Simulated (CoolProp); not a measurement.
The numbers come from the reference Helmholtz-energy equation of state, Lemmon 2005 in CoolProp. It is a short technical equation, of lower accuracy than the large ones.

### Question
Give the vapour pressure (kPa), liquid density (kg/m³), enthalpy of vaporisation (kJ/kg), liquid cp (kJ/(kg K)) of saturated isobutene at 264.2, 326.2, 334 K.

### Answer
```json
[
 {"T (K)": "264.2", "p (kPa)": "93.8", "liquid density (kg/m³)": "629", "enthalpy of vaporisation (kJ/kg)": "393", "liquid cp (kJ/(kg K))": "2.22"},
 {"T (K)": "326.2", "p (kPa)": "659", "liquid density (kg/m³)": "551", "enthalpy of vaporisation (kJ/kg)": "325", "liquid cp (kJ/(kg K))": "2.55"},
 {"T (K)": "334", "p (kPa)": "797", "liquid density (kg/m³)": "540", "enthalpy of vaporisation (kJ/kg)": "314", "liquid cp (kJ/(kg K))": "2.61"}
]
```
